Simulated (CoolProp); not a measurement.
A simple Rankine cycle with R123: condensing at 315.15 K, boiler at 1.29 MPa, turbine inlet 436.7 K, turbine efficiency 0.6, pump efficiency 0.7, no recuperator. Each further row changes one setting.

Computed with CoolProp (reference Helmholtz-energy equation of state, Younglove 1994). It is a modified Benedict-Webb-Rubin equation, recast in Helmholtz form.

| case | thermal efficiency (%) | net work (kJ/kg) | heat in (kJ/kg) | turbine exit temperature (K) | volume ratio over the turbine |
|---|---|---|---|---|---|
| as stated | 9.6 | 23.6 | 245 | 390.9 | 8.11 |
| turbine inlet 456.7 K | 9.6 | 25.2 | 263 | 411.8 | 7.95 |
| condensing temperature 307.15 K | 10.5 | 26.7 | 253 | 386.3 | 10.6 |
| boiler pressure 0.903 MPa | 8.2 | 20.5 | 250 | 401.0 | 5.49 |
| turbine efficiency 0.5 | 7.9 | 19.5 | 245 | 396.2 | 8.23 |
